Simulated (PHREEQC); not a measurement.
Make-up at 25 °C: 0.0046 mol/kgw HBr and 0.0056 mol/kgw MgCl2. It is in equilibrium with CO2 at log p = -2 (atm). Otherwise closed; pH follows from the charge balance.

All values are PHREEQC results (ion-association model, phreeqc.dat), not measurements.

Q: The ionic strength comes out as 0.0214 mol/kgw. What activity coefficients do H+, Mg+2, Cl-, Br- get?

A: H+ 0.89, Mg+2 0.59, Cl- 0.86, Br- 0.86.

No solid was allowed to form. Complexes and solids missing from the database can't appear.
